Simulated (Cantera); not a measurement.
Pyrogenic steam for wet oxidation

An isothermal, constant-pressure homogeneous reactor starts with H2 : O2 : N2 = 1.6 : 1 : 1.7 (molar parts), equivalence ratio 0.80, at 1100 K and 0.928 atm.

Cantera simulation using the H2/O2 subset of GRI-Mech 3.0, which has no nitrogen chemistry; the numbers are that mechanism's predictions, not measurements. The temperature is held fixed by assumption; the heat of reaction is taken as removed at once.

| t (s) | x H2 | x O2 | x O | x H2O2 | x H |
|---|---|---|---|---|---|
| 0.000700 | 0.0209 | 0.0669 | 4.03e-6 | 7.42e-5 | 7.55e-6 |
| 0.00178 | 0.0183 | 0.0656 | 4.09e-6 | 7.73e-5 | 7.23e-6 |
| 0.00452 | 0.0132 | 0.0633 | 3.18e-6 | 6.04e-5 | 4.85e-6 |
| 0.0115 | 0.00685 | 0.0603 | 1.79e-6 | 3.23e-5 | 2.07e-6 |
| 0.0292 | 0.00223 | 0.0582 | 5.44e-7 | 8.61e-6 | 4.50e-7 |
| 0.0742 | 0.000529 | 0.0574 | 7.92e-8 | 1.05e-6 | 5.26e-8 |
| 0.189 | 0.000110 | 0.0572 | 9.19e-9 | 8.98e-8 | 5.60e-9 |
| 0.479 | 1.43e-5 | 0.0571 | 9.39e-10 | 5.15e-9 | 5.22e-10 |
| 1.22 | 2.12e-7 | 0.0571 | 1.36e-10 | 2.67e-10 | 1.07e-11 |
| 3.10 | 2.77e-9 | 0.0571 | 5.37e-10 | 8.33e-10 | 1.34e-12 |
| 7.87 | 2.62e-9 | 0.0571 | 6.19e-10 | 9.57e-10 | 1.37e-12 |
| 20.0 | 2.62e-9 | 0.0571 | 6.19e-10 | 9.57e-10 | 1.37e-12 |
x: mole fraction; the columns are a selection and need not sum to one.

Equilibrium at this temperature and pressure: H2 2.62e-9, O2 0.0571, O 6.19e-10, H2O2 9.57e-10, H 1.37e-12 (gas phase only).
